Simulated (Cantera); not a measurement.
# Gas activation for diamond growth

A perfectly stirred reactor is fed with 0.510 % CH₄, 98.0 % H₂, 1.47 % CO₂, at 0.0849 atm; it is held at 2350 K, and followed from long to short residence time.

Model: GRI-Mech 3.0 (53 species, 325 reactions), integrated in Cantera.

```
τ (s)      x CH₄   x H₂     x CO₂      x O   x CH₂CO    x CH₂O     x CH₃
------  --------  -----  --------  -------  --------  --------  --------
16       7.18e-7  0.930   3.30e-5  2.10e-6  2.21e-11  8.00e-10   5.87e-7
6.2      1.87e-6  0.930   3.32e-5  2.08e-6  6.15e-11   1.09e-9   1.52e-6
2.4      4.92e-6  0.931   3.35e-5  2.04e-6  1.89e-10   1.85e-9   3.96e-6
0.96     1.28e-5  0.932   3.44e-5  1.93e-6  6.60e-10   3.71e-9   1.01e-5
0.38     3.51e-5  0.934   3.67e-5  1.73e-6   2.89e-9   8.32e-9   2.59e-5
0.15     9.54e-5  0.937   4.37e-5  1.45e-6   1.36e-8   1.87e-8   6.35e-5
0.058   0.000238  0.941   6.48e-5  1.18e-6   5.06e-8   3.92e-8  0.000137
0.023   0.000508  0.945  0.000125  9.49e-7   1.16e-7   7.21e-8  0.000249
0.0089   0.00103  0.948  0.000311  7.04e-7   1.68e-7   1.19e-7  0.000413
0.0035   0.00192  0.952  0.000880  4.54e-7   1.52e-7   1.68e-7  0.000614
0.0014   0.00318  0.957   0.00259  2.22e-7   8.61e-8   1.88e-7  0.000733
```
x: mole fraction; the columns are a selection and need not sum to one.
